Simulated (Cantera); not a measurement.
A perfectly stirred reactor is fed with CO : H₂ : CH₄ : O₂ : N₂ : H₂O = 1 : 1.1 : 0.63 : 5.25 : 19.7 : 2.7 (molar parts), at 860000 Pa; it is adiabatic with a 600 K inlet, and is followed from long to short residence time, starting on the burning branch (τ in s: 0.31, 0.11, 0.036, 0.012, 0.0042, 0.0014, 0.00049, 0.00017, 5.7e-05, 1.9e-05).

Computed with Cantera and GRI-Mech 3.0 (53 species, 325 reactions).

**Question.** Predict: blow-out, bracketed by the residence times tried; x(CO) at τ = 0.310 s; x(H₂) at τ = 0.310 s; x(CH₄) at τ = 0.310 s; x(H₂O₂) at τ = 0.310 s; x(OH) at τ = 0.310 s; x(CO) at τ = 1.40 ms; x(H₂) at τ = 1.40 ms; x(CH₄) at τ = 1.40 ms; x(H₂O₂) at τ = 1.40 ms; x(OH) at τ = 1.40 ms.

**Answer.** 
- blow-out, bracketed by the residence times tried: burning at 1.40 ms, out at 0.490 ms
- x(CO) at τ = 0.310 s: 5.05e-5
- x(H₂) at τ = 0.310 s: 6.45e-6
- x(CH₄) at τ = 0.310 s: 2.11e-6
- x(H₂O₂) at τ = 0.310 s: 8.82e-8
- x(OH) at τ = 0.310 s: 0.000140
- x(CO) at τ = 1.40 ms: 0.00450
- x(H₂) at τ = 1.40 ms: 0.000470
- x(CH₄) at τ = 1.40 ms: 0.000166
- x(H₂O₂) at τ = 1.40 ms: 1.26e-6
- x(OH) at τ = 1.40 ms: 0.000302
